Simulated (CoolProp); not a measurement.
Vapour-liquid equilibrium of CF4 (R14) (1) + ethane (2) at 171 K; x and y are mole fractions of (1).

Model: multi-fluid Helmholtz-energy mixture model, Platzer 1990 and Bücker 2006; pair parameters Bell 2016, in CoolProp. This equation is an older, rougher fit; its heat capacities, sound speeds and derivatives of the liquid may be far off and weren't checked against measurements.

```tsv
x	bubble pressure, mixture model (MPa)	bubble pressure, Raoult's law (MPa)	y, mixture model	y, Raoult's law
0.05	0.1889	0.06652	0.758	0.348
0.2	___	0.1291	___	0.717
0.35	0.3817	0.1917	___	0.845
0.5	0.3847	0.2542	0.887	0.910
0.65	___	0.3168	0.895	0.950
0.8	0.4195	0.3794	0.920	0.976
0.95	0.4516	0.4420	0.974	0.995
```

What belongs in the gaps?


- 0.2, bubble pressure, mixture model (MPa): 0.3574
- 0.2, y, mixture model: 0.876
- 0.35, y, mixture model: 0.885
- 0.65, bubble pressure, mixture model (MPa): 0.3959

The largest gap from Raoult's law is +184.0 % in bubble pressure, at x = 0.05. No azeotrope shows between x = 0.05 and 0.95.

The pair parameters rest on a limited set of measurements; away from them the model extrapolates. With so large a gap from Raoult's law the liquid may split in two, which this calculation doesn't test in full.
